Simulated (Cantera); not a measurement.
Feed: 1 mol SiHCl₃, 0.15 mol C₃H₈, 2 mol H₂, 0.059 mol CH₄, at 2373.15 K and 0.300 bar.

Cantera equilibrium calculation (NASA polynomials, part measured and part estimated; ideal gas, pure solids and liquids). Candidate condensed phases: C, C₆H₆, C₇H₈, C₈H₁₈, Si, SiC; 109 gas species. The tables' values for SiCl₃, SiCl are old estimates; treat these amounts as uncertain. Gases not in the tables: Si₂H₆ and higher silanes. The numbers say what is thermodynamically allowed, not how fast it happens.

Base state: H₂ 0.460, HCl 0.401, SiCl₂ 0.102, H 0.0173, Cl 0.0108, C₂H₂ (acetylene) 0.00274, SiCl₃ 0.00254, SiCl 0.00218 (mole fractions); condensed: SiC(s).

### Question
What changes in the equilibrium state with this change: temperature from 2373.15 K to 1698.15 K?

### Answer
| species | before | after |
|---|---|---|
| H₂ | 0.460 | 0.497 |
| HCl | 0.401 | 0.397 |
| SiCl₂ | 0.102 | 0.0756 |
| H | 0.0173 | 0.000186 |
| Cl | 0.0108 | 0.000116 |
| SiCl₃ | 0.00254 | 0.0189 |
| SiC₂ | 0.000176 | <1e-9 |
| Si₂C | 0.000105 | <1e-9 |
| SiC(s), mol | 0.480 | 0.509 |
The tables' values for SiCl₃ are old estimates; treat these amounts as uncertain.
